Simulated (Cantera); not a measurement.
## Thermodynamics of hydrogen reduction and annealing atmospheres, feed Cu2O + H2 + N2

Input: 1 mol Cu2O, 420 mol H2, 3.3 mol N2, at 0.0133 bar.

Equilibrium computed with Cantera from the NASA thermochemical tables; the gas is ideal and each condensed phase is pure. Candidate condensed phases: Cu, CuO, Cu(OH)2, Cu2O, H2O; 27 gas species. Kinetics and transport are ignored.

From 975 K to 1275 K the condensed part is Cu(s). From 1375 K to 1575 K the condensed part is Cu(l).

```json
[
 {"T (K)": "975", "log p H2": "-1.88", "log p N2": "-3.98", "log p H2O": "-4.50", "log p Cu": "-11.25", "log p H": "-9.88", "n Cu(s)": "2.00", "n Cu(l)": "0"},
 {"T (K)": "1075", "log p H2": "-1.88", "log p N2": "-3.98", "log p H2O": "-4.50", "log p Cu": "-9.59", "log p H": "-8.77", "n Cu(s)": "2.00", "n Cu(l)": "0"},
 {"T (K)": "1175", "log p H2": "-1.88", "log p N2": "-3.98", "log p H2O": "-4.50", "log p Cu": "-8.22", "log p H": "-7.85", "n Cu(s)": "2.00", "n Cu(l)": "0"},
 {"T (K)": "1275", "log p H2": "-1.88", "log p N2": "-3.98", "log p H2O": "-4.50", "log p Cu": "-7.06", "log p H": "-7.07", "n Cu(s)": "2.00", "n Cu(l)": "0"},
 {"T (K)": "1375", "log p H2": "-1.88", "log p N2": "-3.98", "log p H2O": "-4.50", "log p Cu": "-6.08", "log p H": "-6.40", "n Cu(s)": "0", "n Cu(l)": "1.97"},
 {"T (K)": "1475", "log p H2": "-1.88", "log p N2": "-3.98", "log p H2O": "-4.50", "log p Cu": "-5.27", "log p H": "-5.83", "n Cu(s)": "0", "n Cu(l)": "1.83"},
 {"T (K)": "1575", "log p H2": "-1.88", "log p N2": "-3.98", "log p H2O": "-4.50", "log p Cu": "-4.56", "log p H": "-5.32", "n Cu(s)": "0", "n Cu(l)": "1.13"}
]
```
log p: log10 of the partial pressure in bar; n: condensed amount in mol.
